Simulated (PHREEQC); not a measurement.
Solution (25 °C): 0.0023 mol/kgw HCl, 0.0069 mol/kgw Al2(SO4)3 and 0.03 mol/kgw Zn(NO3)2. Closed to the air; pH follows from the charge balance.

Equilibrium calculation in PHREEQC: ion-association model, phreeqc.dat.

Each row changes one thing in this solution. Precipitation was switched off in this run.

```
case                                  pH  ionic strength (mol/kgw)  SO4-2 (mol/kgw)  Al+3 (mol/kgw)  HSO4- (mol/kgw)  Zn(SO4)2-2 (mol/kgw)  SI of Gibbsite (Al(OH)3)
----------------------------------  ----  ------------------------  ---------------  --------------  ---------------  --------------------  ------------------------
as made                             2.81                     0.124          0.00637         0.00534         0.000429              0.000234                     -2.74
0.00064 mol/kgw HF added            2.71                     0.124          0.00649         0.00504         0.000555              0.000242                     -3.08
temperature from 25 to 75 °C        2.89                     0.120                ?         0.00463          0.00103              0.000148                     -0.23
HCl from 0.0023 to 0.00046 mol/kgw  3.46                     0.122          0.00647         0.00522          9.95e-5              0.000244                     -0.81
temperature from 25 to 80 °C           ?                     0.120          0.00545         0.00457          0.00115              0.000142                     -0.02
```

### Question
Fill in the missing entries.

### Answer

- temperature from 25 to 75 °C, SO4-2 (mol/kgw): 0.00550
- temperature from 25 to 80 °C, pH: 2.90

At this temperature some constants are extrapolated from 25 °C, and those without enthalpy data are left unchanged. Fluoro complexes past AlF4- and FeF3 are missing from the database.
